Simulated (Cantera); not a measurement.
Feed: 1 mol LiOH, 1.1 mol H2O, held at 4.50 Torr.

Cantera equilibrium calculation (NASA polynomials, part measured and part estimated; ideal gas, pure solids and liquids). Candidate condensed phases: H2O, Li, LiH, LiOH, Li2O; 17 gas species. The numbers say what is thermodynamically allowed, not how fast it happens. All values below are at 1725 K.

Base state: H2O 0.520, LiOH 0.467, H2 0.00358, Li 0.00350, O2 0.00238, Li2O 0.00153, OH 0.00115, H 0.000143 (mole fractions); condensed: gas only.

**Question.** What changes in the equilibrium state with this change: pressure from 4.50 Torr to 0.210 Torr?

**Answer.** 
```csv
species,before,after
H2O,0.520,0.514
LiOH,0.467,0.439
Li,0.00350,0.0235
O2,0.00238,0.00921
Li2(OH)2,0.000125,5.15e-6
O,3.66e-5,0.000333
H,0.000143,0.00101
OH,0.00115,0.00345
LiO,5.52e-5,0.000157
```
